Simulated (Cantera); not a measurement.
A perfectly stirred reactor is fed with 27.6 % H2, 15.2 % O2, 57.2 % N2, equivalence ratio 0.91, at 1600000 Pa; it is adiabatic with a 400 K inlet, and is followed from long to short residence time, starting on the burning branch (τ in s: 0.4, 0.15, 0.056, 0.021, 0.0078, 0.0029, 0.0011, 0.00041, 0.00015, 5.7e-05, 2.1e-05, 7.9e-06).

Detailed kinetics in Cantera: the H2/O2 subset of GRI-Mech 3.0, which has no nitrogen chemistry. The hydrogen kinetics of GRI-Mech 3.0 are dated; newer H2 mechanisms differ, most at raised pressure. The pressure lies above the range GRI-Mech 3.0 was tuned for (to about 10 atm).

### Question
Predict: blow-out, bracketed by the residence times tried; x(H2) at τ = 0.400 s; x(O2) at τ = 0.400 s; x(H2O) at τ = 0.400 s; x(H) at τ = 0.400 s; x(H2O2) at τ = 0.400 s; x(H2) at τ = 1.10 ms; x(O2) at τ = 1.10 ms; x(H2O) at τ = 1.10 ms; x(H) at τ = 1.10 ms; x(H2O2) at τ = 1.10 ms.

### Answer
| Item | Result |
|---|---|
| blow-out, bracketed by the residence times tried | burning at 7.90 µs, the shortest tried |
| x(H2) at τ = 0.400 s | 0.00259 |
| x(O2) at τ = 0.400 s | 0.0155 |
| x(H2O) at τ = 0.400 s | 0.314 |
| x(H) at τ = 0.400 s | 0.000229 |
| x(H2O2) at τ = 0.400 s | 9.35e-7 |
| x(H2) at τ = 1.10 ms | 0.00338 |
| x(O2) at τ = 1.10 ms | 0.0158 |
| x(H2O) at τ = 1.10 ms | 0.313 |
| x(H) at τ = 1.10 ms | 0.000320 |
| x(H2O2) at τ = 1.10 ms | 1.02e-6 |
